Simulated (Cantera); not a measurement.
A closed system holds: 1 mol SiH2Cl2, 16 mol N2, 14 mol H2, held at 0.00370 bar.

Cantera equilibrium calculation (NASA polynomials, part measured and part estimated; ideal gas, pure solids and liquids). Candidate condensed phases: NH4Cl, Si, Si3N4; 28 gas species. N2 is the only nitrogen source here; it is nearly inert below about 1500 K, so the nitride shown seldom forms there in practice. The numbers say what is thermodynamically allowed, not how fast it happens. All values below are at 950 K.

Base state: N2 0.489, H2 0.447, HCl 0.0638 (mole fractions); condensed: Si3N4(s).

Task: What changes in the equilibrium state with this change: H2 from 14 to 0.92 mol?

Result: 
```tsv
species	before	after
N2	0.489	0.842
HCl	0.0638	0.101
H2	0.447	0.0549
SiCl4	7.68e-6	0.00221
Si3N4(s), mol	0.333	0.320
```

Task: What changes in the equilibrium state with this change: SiH2Cl2 replaced by SiHCl3?

Result: 
```csv
species,before,after
N2,0.489,0.489
H2,0.447,0.415
HCl,0.0638,0.0956
SiCl4,7.68e-6,4.48e-5
"Si3N4(s), mol",0.333,0.333
```
